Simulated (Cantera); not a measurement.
A perfectly stirred reactor is fed with 2.78 % C2H6, 20.3 % O2, 76.3 % N2, 0.613 % H2O, equivalence ratio 0.48, at 23000 Pa; it is adiabatic with a 375 K inlet, and is followed from long to short residence time, starting on the burning branch (τ in s: 0.039, 0.021, 0.012, 0.0066, 0.0037, 0.002, 0.0011, 0.00062, 0.00034, 0.00019, 0.00011, 5.9e-05, 3.3e-05).

Computed with Cantera and GRI-Mech 3.0 (53 species, 325 reactions).

Problem. Predict: blow-out, bracketed by the residence times tried; x(C2H6) at τ = 39.0 ms; x(O2) at τ = 39.0 ms; x(N2O) at τ = 39.0 ms; x(CH4) at τ = 39.0 ms; x(HO2) at τ = 39.0 ms; x(C2H6) at τ = 1.10 ms; x(O2) at τ = 1.10 ms.

Solution. 
- blow-out, bracketed by the residence times tried: burning at 2.00 ms, out at 1.10 ms
- x(C2H6) at τ = 39.0 ms: 8.85e-6
- x(O2) at τ = 39.0 ms: 0.104
- x(N2O) at τ = 39.0 ms: 1.64e-7
- x(CH4) at τ = 39.0 ms: 3.61e-7
- x(HO2) at τ = 39.0 ms: 6.19e-6
- x(C2H6) at τ = 1.10 ms: 0.0278
- x(O2) at τ = 1.10 ms: 0.203
